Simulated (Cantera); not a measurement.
Input: 1 mol Si, 0.0023 mol H2O, 12 mol N2, at 2200 K and 0.00250 bar.

Method: chemical equilibrium by Gibbs-energy minimisation in Cantera with the NASA 1993 tables (ideal gas, pure condensed phases). Candidate condensed phases: H2O, Si, SiO2, Si2N2O, Si3N4; 35 gas species. The tables' values for SiN are old estimates; treat these amounts as uncertain. Rates play no part.

Base state: N2 0.924, Si 0.0742, SiN 0.000602, Si2 0.000598, Si2N 0.000334, H 0.000332, SiO 0.000177, Si3 5.87e-5 (mole fractions); condensed: gas only.

### Question
What changes in the equilibrium state with this change: temperature from 2200 K to 1000 K?

### Answer
| species | before | after |
|---|---|---|
| N2 | 0.924 | 1.000 |
| H2 | 8.69e-6 | 0.000203 |
| Si | 0.0742 | <1e-9 |
| SiN | 0.000602 | <1e-9 |
| Si2 | 0.000598 | <1e-9 |
| Si2N | 0.000334 | <1e-9 |
| H | 0.000332 | <1e-9 |
| SiO | 0.000177 | <1e-9 |
| Si2N2O(s), mol | 0 | 0.00230 |
| Si3N4(s), mol | 0 | 0.332 |
N2 is the only nitrogen source here; it is nearly inert below about 1500 K, so the nitride shown seldom forms there in practice.

### Question
What changes in the equilibrium state with this change: H2O from 0.0023 to 0.0088 mol?

### Answer
```json
[
 {"species": "N2", "before": "0.924", "after": "0.923"},
 {"species": "Si", "before": "0.0742", "after": "0.0736"},
 {"species": "H", "before": "0.000332", "after": "0.00113"},
 {"species": "H2", "before": "8.69e-6", "after": "0.000101"},
 {"species": "SiO", "before": "0.000177", "after": "0.000677"},
 {"species": "SiH", "before": "4.84e-6", "after": "1.64e-5"},
 {"species": "Si3", "before": "5.87e-5", "after": "5.74e-5"}
]
```

### Question
What changes in the equilibrium state with this change: temperature from 2200 K to 1100 K?

### Answer
| species | before | after |
|---|---|---|
| N2 | 0.924 | 1.000 |
| H2 | 8.69e-6 | 0.000203 |
| H | 0.000332 | 7.37e-9 |
| Si | 0.0742 | <1e-9 |
| SiN | 0.000602 | <1e-9 |
| Si2 | 0.000598 | <1e-9 |
| Si2N | 0.000334 | <1e-9 |
| SiO | 0.000177 | <1e-9 |
| Si2N2O(s), mol | 0 | 0.00230 |
| Si3N4(s), mol | 0 | 0.332 |
N2 is the only nitrogen source here; it is nearly inert below about 1500 K, so the nitride shown seldom forms there in practice. Mutual solubility and eutectic melting of coexisting phases are not modelled.
